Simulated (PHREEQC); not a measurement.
Consider water at 30 °C with 0.35 mol HCl, 0.032 mol FeCl3 and 0.042 mol MgCl2 per kg of water. It is in equilibrium with CO2 at log p = -3.4 (atm). Otherwise closed; pH follows from the charge balance.

Computed with PHREEQC (ion-association model, phreeqc.dat).

**Question.** The ionic strength comes out as 0.570 mol/kgw. What activity coefficients do FeOH+2, FeCl+2, H+, Cl-, FeCl2+ get?

**Answer.** FeOH+2 0.20, FeCl+2 0.20, H+ 0.76, Cl- 0.64, FeCl2+ 0.67.

Precipitation was switched off in this run. Examples of supersaturated solids here: Hematite (slow to form). Others may be too. Complexes and solids missing from the database can't appear.
